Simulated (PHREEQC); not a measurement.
# Alkaline etch or developer with brine (model solution)

Solution A (2.2 mmol/kgw LiOH and 0.074 mmol/kgw H4SiO4) is mixed with solution B (9.6 mmol/kgw H2SO4 and 2.6 mmol/kgw KCl) at 25 °C; shares are by mass of water, 1 kg in all. Oxygen alone is held at its pressure in air (log pO2 = -0.68). No CO2 enters from the air. Solids allowed: Quartz, Sylvite. Others were left out.

The series has 21 steps of share of solution B, from 0 to 1.

The numbers come from PHREEQC with the ion-association model, phreeqc.dat.

Task: Between which two steps does the pH jump most, and from what to what?

Result: Between share of solution B = 0.1 and 0.15: from 9.53 to 3.07.
